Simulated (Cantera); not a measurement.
Transport properties of process gases

Gas mixture: 36.5 % NH₃, 30.0 % C₂H₆, 25.8 % N₂, 7.73 % CO, at 1.01 bar, frozen composition.

Cantera's kinetic-theory transport with the Lennard-Jones parameters of GRI-Mech 3.0, ideal gas; thermal conductivity in the multicomponent form. Polar gases are described roughly by these parameters. The composition is frozen, though it would react at the higher temperatures.

```csv
T (K),ρ (kg/m³),cp (J/kg/K),μ (µPa s),λ (mW/m/K),Pr,D (cm²/s) C₂H₂,D (cm²/s) CH₄,D (cm²/s) H₂O
400,0.750,1766,15.8,37.9,0.736,0.253,0.338,0.331
550,0.546,2075,20.7,57.9,0.743,0.454,0.601,0.618
700,0.429,2350,25.2,79.1,0.749,0.698,0.918,0.979
850,0.353,2576,29.3,100,0.752,0.981,1.28,1.41
1000,0.300,2781,33.1,122,0.755,1.30,1.70,1.89
1150,0.261,2946,36.7,143,0.756,1.65,2.15,2.43
```
D: mixture-averaged diffusion coefficient of that species in the mixture.
